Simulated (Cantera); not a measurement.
Cantera with NASA thermochemical tables; ideal gases at 1 bar, condensed phases pure. Values are per mole of reaction as written; species without (g) are pure solids or liquids, kept so even where they would boil at 1 bar.

Q: Between 950 and 1125 K, where is each reaction favourable under standard conditions?
- P₄(g) + 12 H(g) → 4 PH₃(g)

A: 
- P₄(g) + 12 H(g) → 4 PH₃(g): ΔG° is -1814 kJ at 950 K and -1644 kJ at 1125 K; it stays negative (K > 1). ΔH° is -2745 kJ and ΔS° -979 J/K at 1125 K.
